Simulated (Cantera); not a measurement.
Cantera run:

```python
import numpy as np
import cantera as ct

gas_names = [...]  # 109 gases of nasa_gas.yaml made of C, Cl, H, Si
cond_names = """
    C(gr) C6H6(L) C7H8(L) C8H18(L),n-octa Si(cr) Si(L) SiC(b)
""".split()


# ... load() reads the species with a 1 bar reference pressure and builds the phases ...
atoms = {
    '(CH3)2SiCl2': {'C': 2, 'H': 6, 'Si': 1, 'CL': 2},
    'C2H2': {'C': 2, 'H': 2},
    'H2': {'H': 2},
}
top_T = {'C(gr)': 4500, 'SiC(b)': 3050}  # K; cautious upper limits of use, not melting points


# ... equilibrate(T, P, feed) seeds the gas with the atoms and calls Mixture.equilibrate('TP', solver="vcs", rtol=1e-11, max_steps=5000) ...
results = []
feed = {'(CH3)2SiCl2': 1, 'C2H2': 0.012, 'H2': 330}  # mol
P = 45000  # Pa
for T in [1250, 1350, 1450, 1550, 1650, 1750, 1850, 1950, 2050, 2150, 2250, 2350, 2450]:
    mix = equilibrate(T, P, feed)
    results.append((T, P, feed, dict(zip(mix.species_names, mix.species_moles))))

top = {s: max(r[3][s] / sum(r[3][g] for g in gas_names) for r in results) for s in gas_names}
cols = sorted((s for s in top if top[s] > 1e-06), key=lambda s: -top[s])[:7]
seen = [c for c in cond_names if any(r[3].get(c, 0) > 1e-12 for r in results)]
print("log10 of partial pressures in bar; condensed amounts in mol")
print(f"{'T/K':>10s}" + "".join(f"{s[:9]:>10s}" for s in cols + seen))
for T, P, feed, n in results:
    ng = sum(n[g] for g in gas_names)
    print(f"{T:10.4g}" + "".join(f"{np.log10(max(n[s] / ng * P / 1e5, 1e-99)):10.3f}" for s in cols)
          + "".join(f"{n.get(c, 0):10.4g}" for c in seen))
```

Result:

```
log10 of partial pressures in bar; condensed amounts in mol
       T/K        H2         H       HCL       CH4 C2H2,acet        Si       SiH     C(gr)    SiC(b)
      1250    -0.351    -6.491    -2.568    -2.859    -7.347   -13.528   -12.661         0    0.9998
      1350    -0.351    -5.798    -2.568    -2.940    -6.258   -12.120   -11.491    0.1732    0.9998
      1450    -0.350    -5.199    -2.569    -3.181    -5.662   -10.737   -10.313     0.532    0.9998
      1550    -0.350    -4.677    -2.569    -3.391    -5.144    -9.534    -9.289    0.7115    0.9996
      1650    -0.350    -4.217    -2.570    -3.576    -4.691    -8.478    -8.391    0.7959    0.9994
      1750    -0.350    -3.808    -2.570    -3.739    -4.289    -7.544    -7.597    0.8113     0.999
      1850    -0.350    -3.444    -2.570    -3.884    -3.932    -6.712    -6.891    0.7524    0.9982
      1950    -0.350    -3.116    -2.571    -4.014    -3.613    -5.967    -6.258    0.5896     0.996
      2050    -0.351    -2.820    -2.572    -4.131    -3.325    -5.295    -5.689    0.2705     0.989
      2150    -0.353    -2.551    -2.574    -4.289    -3.168    -4.635    -5.122         0    0.9627
      2250    -0.355    -2.307    -2.578    -4.484    -3.125    -3.985    -4.558         0    0.8576
      2350    -0.359    -2.084    -2.584    -4.633    -3.025    -3.422    -4.075         0    0.5153
      2450    -0.365    -1.879    -2.591    -4.762    -2.913    -3.079    -3.806         0         0
```

Cantera equilibrium calculation (NASA polynomials, part measured and part estimated; ideal gas, pure solids and liquids). The feed counts by its element totals alone. The tables' values for SiCl are old estimates; treat these amounts as uncertain. Gases not in the tables: Si2H6 and higher silanes.
